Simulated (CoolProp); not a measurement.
Properties of carbon dioxide along the isobar 5.94 MPa.

Values from CoolProp's reference Helmholtz-energy equation of state, Span 1996.

| T (K) | phase | Z | speed of sound (m/s) | Joule-Thomson coefficient (K/MPa) | isothermal compressibility (1/MPa) | viscosity (µPa s) | conductivity (mW/(m K)) |
|---|---|---|---|---|---|---|---|
| 253.1 | liquid | 0.1184 | 747.6 | 0.03119 | 0.003777 | 148 | 138 |
| 263.3 | liquid | 0.1193 | 668.5 | 0.1441 | 0.005240 | 126 | 125 |
| 273.4 | liquid | 0.1215 | 581.8 | 0.3182 | 0.007914 | 106 | 113 |
| 283.6 | liquid | 0.1263 | 479.3 | 0.6363 | 0.01435 | 87.3 | 100.0 |
| 293.8 | liquid | 0.1388 | 337.9 | 1.503 | 0.04780 | 66.4 | 84.9 |
| 304 | gas | 0.6244 | 216.3 | 10.03 | 0.3313 | 17.7 | 28.0 |
| 314.2 | gas | 0.6894 | 230.3 | 9.248 | 0.2710 | 17.7 | 25.9 |
| 324.3 | gas | 0.7348 | 241.1 | 8.526 | 0.2435 | 18.0 | 25.2 |

Viscosity comes from a separate model (Laesecke 2017). Thermal conductivity comes from a separate model (Huber 2016).
